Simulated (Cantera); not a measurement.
A perfectly stirred reactor is fed with CH4 : CO : O2 : N2 = 1 : 0.55 : 1.75 : 6.58 (molar parts), at 9.00 bar; it is adiabatic with a 575 K inlet, and is followed from long to short residence time, starting on the burning branch (τ in s: 0.3, 0.12, 0.049, 0.02, 0.0081, 0.0033, 0.0013, 0.00054, 0.00022, 8.9e-05, 3.6e-05, 1.5e-05).

Model: GRI-Mech 3.0 (53 species, 325 reactions), integrated in Cantera.

x: mole fraction; the columns are a selection and need not sum to one.

| τ (s) | T (K) | x CH4 | x CO | x O2 | x CH2 | x HCO | x OH | x C2H2 |
|---|---|---|---|---|---|---|---|---|
| 0.30 | 2311 | 2.83e-6 | 0.0750 | 2.53e-5 | 2.16e-8 | 7.94e-8 | 0.000576 | 3.43e-9 |
| 0.12 | 2311 | 6.58e-6 | 0.0750 | 3.42e-5 | 5.31e-8 | 8.44e-8 | 0.000597 | 1.65e-8 |
| 0.049 | 2310 | 1.41e-5 | 0.0751 | 5.37e-5 | 1.26e-7 | ___ | 0.000640 | 7.13e-8 |
| 0.020 | 2308 | 2.75e-5 | 0.0751 | 9.45e-5 | 2.90e-7 | ___ | 0.000717 | 2.64e-7 |
| 0.0081 | 2305 | 4.92e-5 | 0.0751 | 0.000176 | 6.51e-7 | ___ | 0.000844 | 8.15e-7 |
| 0.0033 | 2300 | 8.09e-5 | 0.0752 | 0.000332 | 1.40e-6 | ___ | 0.00104 | 2.06e-6 |
| 0.0013 | 2292 | 0.000129 | 0.0755 | 0.000637 | 2.94e-6 | ___ | 0.00132 | 4.60e-6 |
| 0.00054 | 2280 | 0.000199 | 0.0760 | 0.00117 | 5.68e-6 | ___ | 0.00167 | 8.95e-6 |
| 0.00022 | 2261 | 0.000328 | 0.0769 | 0.00219 | 1.07e-5 | ___ | 0.00208 | 1.77e-5 |
| 8.9e-5 | 2230 | 0.000615 | 0.0789 | 0.00429 | 2.01e-5 | ___ | 0.00241 | 3.98e-5 |
| 3.6e-5 | 2160 | 0.00165 | 0.0841 | 0.0103 | 3.79e-5 | ___ | 0.00213 | 0.000139 |
| 1.5e-5 | 575 | 0.101 | 0.0557 | 0.177 | <1e-12 | <1e-12 | <1e-12 | <1e-12 |

Question: Some entries are withheld; supply them.

Answer: 
- 0.049, x HCO: 9.52e-8
- 0.020, x HCO: 1.18e-7
- 0.0081, x HCO: 1.65e-7
- 0.0033, x HCO: 2.63e-7
- 0.0013, x HCO: 4.80e-7
- 0.00054, x HCO: 9.25e-7
- 0.00022, x HCO: 1.91e-6
- 8.9e-5, x HCO: 4.13e-6
- 3.6e-5, x HCO: 9.09e-6
